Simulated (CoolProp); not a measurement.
C2F6 (R116) at 347.29 K and 0.139 MPa is throttled through a valve to 0.0797 MPa with no heat exchange. Each further row changes one setting.

Model: reference Helmholtz-energy equation of state, Lemmon 2006, in CoolProp. It is a short technical equation, of lower accuracy than the large ones.

```tsv
case	temperature change (K)	final density (kg/m³)
as stated	-0.3	3.83
outlet pressure 0.0239 MPa	-0.6	1.15
outlet pressure 0.104 MPa	-0.2	5.01
```
